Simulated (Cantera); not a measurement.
Mixture: CH4 : H2 : O2 : N2 = 1 : 0.063 : 3.98 : 15 (molar parts), at 5.00 bar, adiabatic and at constant pressure. Ignition delay is the time to a rise of 400 K.

Computed with Cantera and GRI-Mech 3.0 (53 species, 325 reactions).

### Question
Predict: delay at 1123 K; delay at 1198 K; delay at 1273 K; delay at 1348 K; delay at 1423 K; apparent activation energy between 1273 and 1423 K.

### Answer
```json
{
  "delay at 1123 K": "8.65 ms",
  "delay at 1198 K": "3.80 ms",
  "delay at 1273 K": "1.73 ms",
  "delay at 1348 K": "0.808 ms",
  "delay at 1423 K": "0.393 ms",
  "apparent activation energy between 1273 and 1423 K": "150 kJ/mol"
}
```
